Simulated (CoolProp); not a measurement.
Saturated liquid density (kg/m³) of R114: the reference equation beside estimates from Tc = 420.6 K, pc = 33.52 bar, ω = 0.252.

Model: reference Helmholtz-energy equation of state, Platzer 1990, in CoolProp. This equation is an older, rougher fit; its heat capacities, sound speeds and derivatives of the liquid may be far off and weren't checked against measurements.

| T (K) | reference | van der Waals | Redlich-Kwong |
|---|---|---|---|
| 311.1 | [?] | 901.6 | 1296 |
| 317.5 | 1393 | 888.0 | 1272 |
| 323.9 | 1371 | 873.8 | 1246 |
| 330.3 | 1349 | 859.2 | 1220 |
| 336.7 | 1326 | 844.0 | [?] |
| 343.1 | 1302 | 828.1 | 1164 |
| 349.5 | 1276 | 811.5 | 1134 |
| 355.9 | 1250 | [?] | [?] |
| 362.3 | [?] | 775.8 | 1070 |
| 368.6 | 1193 | [?] | 1035 |
| 375 | 1161 | 736.2 | 998.5 |
| 381.4 | 1126 | 714.0 | [?] |

Question: Some entries are withheld; supply them.

Answer: 
- 311.1, reference: 1414
- 336.7, Redlich-Kwong: 1192
- 355.9, van der Waals: 794.1
- 355.9, Redlich-Kwong: 1103
- 362.3, reference: 1222
- 368.6, van der Waals: 756.8
- 381.4, Redlich-Kwong: 959.0

Absolute difference from the reference over all 12 rows, mean and median: van der Waals 36.4 and 36.4 %, Redlich-Kwong 11.2 and 10.9 %.
